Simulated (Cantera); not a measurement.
A closed system holds: 1 mol SiH4, a varied amount of HCl, 20 mol H2, held at 2173.15 K and 2.33 Torr.

These are equilibrium values from Cantera (NASA tables, ideal gas, pure condensed phases), not measurements of a reactor. Candidate condensed phases: Si; 19 gas species. The tables' values for SiCl are old estimates; treat these amounts as uncertain. Gases not in the tables: Si2H6 and higher silanes. The numbers say what is thermodynamically allowed, not how fast it happens.

x: gas mole fraction; nothing condenses.

```json
[
 {"n(HCl) (mol)": "0.025", "x H2": "0.876", "x H": "0.0812", "x HCl": "0.000946", "x Si": "0.0400", "x Cl": "6.40e-5", "x SiCl2": "8.86e-7"},
 {"n(HCl) (mol)": "0.039", "x H2": "0.876", "x H": "0.0812", "x HCl": "0.00147", "x Si": "0.0400", "x Cl": "9.97e-5", "x SiCl2": "2.15e-6"},
 {"n(HCl) (mol)": "0.061", "x H2": "0.875", "x H": "0.0811", "x HCl": "(withheld)", "x Si": "0.0399", "x Cl": "(withheld)", "x SiCl2": "(withheld)"},
 {"n(HCl) (mol)": "0.095", "x H2": "0.874", "x H": "0.0811", "x HCl": "0.00357", "x Si": "0.0398", "x Cl": "0.000242", "x SiCl2": "1.26e-5"},
 {"n(HCl) (mol)": "0.15", "x H2": "0.872", "x H": "0.0810", "x HCl": "0.00560", "x Si": "0.0396", "x Cl": "0.000380", "x SiCl2": "3.09e-5"},
 {"n(HCl) (mol)": "0.23", "x H2": "0.869", "x H": "0.0809", "x HCl": "0.00851", "x Si": "0.0394", "x Cl": "0.000578", "x SiCl2": "7.12e-5"},
 {"n(HCl) (mol)": "0.36", "x H2": "0.864", "x H": "0.0807", "x HCl": "0.0131", "x Si": "0.0389", "x Cl": "0.000895", "x SiCl2": "0.000169"},
 {"n(HCl) (mol)": "0.56", "x H2": "0.858", "x H": "0.0803", "x HCl": "0.0201", "x Si": "0.0382", "x Cl": "0.00137", "x SiCl2": "0.000388"},
 {"n(HCl) (mol)": "0.88", "x H2": "0.847", "x H": "0.0799", "x HCl": "(withheld)", "x Si": "0.0369", "x Cl": "(withheld)", "x SiCl2": "(withheld)"},
 {"n(HCl) (mol)": "1.4", "x H2": "0.832", "x H": "0.0791", "x HCl": "0.0467", "x Si": "0.0347", "x Cl": "0.00324", "x SiCl2": "0.00197"}
]
```

Question: Complete the blanks.

Answer: 
- 0.061, x HCl: 0.00230
- 0.061, x Cl: 0.000156
- 0.061, x SiCl2: 5.23e-6
- 0.88, x HCl: 0.0306
- 0.88, x Cl: 0.00210
- 0.88, x SiCl2: 0.000886
